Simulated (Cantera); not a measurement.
Input: 1 mol Si(CH3)4, 1.2 mol C2H2, 48 mol H2, equilibrated at 1750 K and 750 Torr.

Cantera equilibrium calculation (NASA polynomials, part measured and part estimated; ideal gas, pure solids and liquids). Candidate condensed phases: C, C6H6, C7H8, C8H18, Si, SiC; 87 gas species. The numbers say what is thermodynamically allowed, not how fast it happens.

Base state: H2 0.999, CH4 0.000911, H 0.000232, C2H2 (acetylene) 0.000115 (mole fractions); condensed: C(graphite) + SiC(s).

Q: What changes in the equilibrium state with this change: 0.74 mol Cl2 added?

A: 
```json
[
 {"species": "H2", "before": "0.999", "after": "0.972"},
 {"species": "HCl", "before": "0", "after": "0.0264"},
 {"species": "CH4", "before": "0.000911", "after": "0.000863"},
 {"species": "SiCl2", "before": "0", "after": "4.53e-5"},
 {"species": "C2H2 (acetylene)", "before": "0.000115", "after": "0.000112"},
 {"species": "H", "before": "0.000232", "after": "0.000229"},
 {"species": "C(graphite), mol", "before": "5.34", "after": "5.34"},
 {"species": "SiC(s), mol", "before": "1.000", "after": "0.997"}
]
```

Q: What changes in the equilibrium state with this change: temperature from 1750 K to 950 K?

A: 
```
species             before  after
----------------  --------  -----
H2                   0.999  0.892
CH4               0.000911  0.108
H                 0.000232  <1e-9
C2H2 (acetylene)  0.000115  <1e-9
C(graphite), mol      5.34      0
SiC(s), mol          1.000   1.00
```
